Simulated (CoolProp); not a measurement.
R123 at 298.15 K and 14.1 MPa flows at 0.073 m/s in a round tube of 100 mm bore and 1.5 µm roughness, fully developed (64/Re and Nu = 3.66 if laminar; Colebrook and Gnielinski if turbulent). Each further row changes one setting.

The numbers come from the reference Helmholtz-energy equation of state, Younglove 1994 in CoolProp. It is a modified Benedict-Webb-Rubin equation, recast in Helmholtz form.

```tsv
case	Reynolds number	Darcy friction factor	pressure drop (Pa/m)	heat-transfer coefficient (W/(m² K))	mass flow (kg/h)
as stated	(withheld)	0.0253	(withheld)	124	(withheld)
velocity 0.146 m/s	44100	0.0215	(withheld)	(withheld)	(withheld)
diameter 200 mm	44100	0.0215	(withheld)	113	(withheld)
```

Task: Complete the blanks.

Result: 
- as stated, Reynolds number: 22000
- as stated, pressure drop (Pa/m): 1.01
- as stated, mass flow (kg/h): 3100
- velocity 0.146 m/s, pressure drop (Pa/m): 3.44
- velocity 0.146 m/s, heat-transfer coefficient (W/(m² K)): 227
- velocity 0.146 m/s, mass flow (kg/h): 6190
- diameter 200 mm, pressure drop (Pa/m): 0.430
- diameter 200 mm, mass flow (kg/h): 12400

Viscosity comes from a separate model (Tanaka 1996). Thermal conductivity comes from a separate model (Laesecke 1996).
